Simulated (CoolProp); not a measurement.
A simple Rankine cycle with sulfur dioxide: condensing at 328.15 K, boiler at 4.26 MPa, turbine inlet 524 K, turbine efficiency 0.65, pump efficiency 0.7, no recuperator. Each further row changes one setting.

The numbers come from the reference Helmholtz-energy equation of state, Gao 2016 in CoolProp.

| case | thermal efficiency (%) | net work (kJ/kg) | heat in (kJ/kg) | turbine exit temperature (K) | volume ratio over the turbine |
|---|---|---|---|---|---|
| as stated | 10.8 | 48.6 | 449 | 427.7 | ? |
| condensing temperature 320.15 K | ? | 55.2 | 460 | 416.1 | 4.65 |
| boiler pressure 2.98 MPa | 8.7 | ? | 458 | 451.9 | ? |
| turbine efficiency 0.55 | 9.0 | ? | 449 | 438.5 | ? |

### Question
Complete the blanks.

### Answer

- as stated, volume ratio over the turbine: 3.81
- condensing temperature 320.15 K, thermal efficiency (%): 12.0
- boiler pressure 2.98 MPa, net work (kJ/kg): 40.0
- boiler pressure 2.98 MPa, volume ratio over the turbine: 2.75
- turbine efficiency 0.55, net work (kJ/kg): 40.6
- turbine efficiency 0.55, volume ratio over the turbine: 3.92
